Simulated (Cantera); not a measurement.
A perfectly stirred reactor is fed with CH₄ : CO₂ = 1 : 2.5 (molar parts), at 100.0 Torr; it is held at 1850 K, and followed from long to short residence time.

Cantera simulation using GRI-Mech 3.0 (53 species, 325 reactions); the numbers are that mechanism's predictions, not measurements.

```
quantity                   before    after
-----------------------  --------  -------
x(CH₄) at τ = 0.510 s     0.00861  0.00487
x(CO₂) at τ = 0.510 s       0.146    0.116
x(CH₂CO) at τ = 0.510 s   2.91e-5  3.27e-6
x(C₂H) at τ = 0.510 s     4.72e-7  2.79e-9
x(CO) at τ = 0.510 s        0.481    0.521
x(CH₄) at τ = 31.0 ms      0.0450   0.0196
x(CO₂) at τ = 31.0 ms       0.344    0.166
x(CH₂CO) at τ = 31.0 ms  0.000123  3.35e-5
x(C₂H) at τ = 31.0 ms     1.70e-6  5.59e-8
x(CO) at τ = 31.0 ms        0.255    0.462
```

Question: Name the change that produced these shifts.
A. pressure from 100.0 Torr to 1800 Torr
B. temperature 1850 to 2075 K
C. CH4 1 to 5.4 parts
D. pressure from 100.0 Torr to 20300 Torr

Answer: D, pressure from 100.0 Torr to 20300 Torr
